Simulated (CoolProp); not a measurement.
Vapour-liquid equilibrium of R143a (1) + n-butane (2) at 289.5 K; x and y are mole fractions of (1).

Values from CoolProp's multi-fluid Helmholtz-energy mixture model, Lemmon and Jacobsen 2000 and Bücker 2006; pair parameters Bell 2016.

### Question
Give the bubble pressure and the first vapour's composition at x = 0.125, 0.65, 0.95. Is there an azeotrope?

### Answer
x = 0.125: 0.4656 MPa, y = 0.613; x = 0.65: 0.8464 MPa, y = 0.843; x = 0.95: 0.9807 MPa, y = 0.967. No azeotrope shows between x = 0.05 and 0.95.

The pair parameters rest on a limited set of measurements; away from them the model extrapolates. With so large a gap from Raoult's law the liquid may split in two, which this calculation doesn't test in full.
